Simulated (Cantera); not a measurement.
# Adiabatic ignition

An adiabatic, constant-pressure homogeneous reactor starts with 3.20 % CH4, 0.278 % C2H6, 1.31 % C3H8, 7.32 % O2, 80.5 % N2, 7.35 % CO2, at 1750 K and 101000 Pa.

Detailed kinetics in Cantera: GRI-Mech 3.0 (53 species, 325 reactions). GRI-Mech 3.0 was tuned for natural gas; its chemistry of propane as a main component is partial and can be far from experiment.

```tsv
t (s)	T (K)	x CH4	x C2H6	x C3H8	x HO2	x NO	x CO2	x O2
1.00e-6	1744	0.0319	0.00271	0.0125	2.30e-5	1.59e-12	0.0734	0.0731
3.51e-6	1730	0.0314	0.00253	0.0105	6.48e-5	1.84e-10	0.0732	0.0725
1.23e-5	1719	0.0294	0.00271	0.00500	7.78e-5	4.22e-9	0.0726	0.0692
4.33e-5	1846	0.0162	0.000447	9.56e-6	0.000102	1.73e-7	0.0704	0.0444
0.000152	2214	2.00e-6	1.17e-11	<1e-12	5.85e-8	7.87e-5	0.0487	0.000176
0.000534	2221	<1e-12	<1e-12	<1e-12	4.05e-8	0.000133	0.0474	0.000122
0.00187	2233	<1e-12	<1e-12	<1e-12	1.73e-8	0.000139	0.0474	5.29e-5
0.00658	2241	<1e-12	<1e-12	<1e-12	6.39e-9	0.000140	0.0473	2.03e-5
0.0231	2242	<1e-12	<1e-12	<1e-12	5.33e-9	0.000137	0.0473	1.70e-5
0.0811	2242	<1e-12	<1e-12	<1e-12	5.33e-9	0.000129	0.0473	1.70e-5
0.285	2242	<1e-12	<1e-12	<1e-12	5.34e-9	0.000123	0.0473	1.70e-5
1.00	2242	<1e-12	<1e-12	<1e-12	5.34e-9	0.000122	0.0473	1.70e-5
```
x: mole fraction; the columns are a selection and need not sum to one.

The time of steepest temperature rise is 65.9 µs. The temperature at 1.00 s comes out as 2242 K and the equilibrium temperature is 2242 K. The x(CH4) at 1.00 s is <1e-12 (gas-phase equilibrium <1e-12) and the x(C2H6) at 1.00 s is <1e-12 (gas-phase equilibrium <1e-12). The x(C3H8) at 1.00 s is <1e-12 (gas-phase equilibrium <1e-12).
